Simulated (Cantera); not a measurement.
Source: NASA polynomial tables (part measured, part estimated), evaluated in Cantera. Values are per mole of reaction as written; species without (g) are pure solids or liquids, kept so even where they would boil at 1 bar. TaC: taken at fixed stoichiometry.

TaO2(g) + TaC = 2 Ta + CO2(g), with ΔH° = -48.6 kJ and ΔS° = -25.9 J/K at 300 K.

**Question.** How far is the shortcut ΔG° ≈ ΔH°(300 K) − T·ΔS°(300 K) from the full temperature-dependent value at 1950, 2050, 2150, 2250, 2350, 2450, 2550, 2650, 2750 K?

**Answer.** 
| T (K) | shortcut (kJ) | full (kJ) | difference (kJ) | difference in log10 K |
|---|---|---|---|---|
| 1950 | 1.9 | -5.2 | 7.1 | -0.19 |
| 2050 | 4.5 | -3.3 | 7.8 | -0.20 |
| 2150 | 7.1 | -1.5 | 8.5 | -0.21 |
| 2250 | 9.7 | 0.4 | 9.3 | -0.22 |
| 2350 | 12.2 | 2.1 | 10.1 | -0.22 |
| 2450 | 14.8 | 3.9 | 10.9 | -0.23 |
| 2550 | 17.4 | 5.6 | 11.8 | -0.24 |
| 2650 | 20.0 | 7.3 | 12.7 | -0.25 |
| 2750 | 22.6 | 9.0 | 13.6 | -0.26 |
The shortcut ignores the heat-capacity change of the reaction.
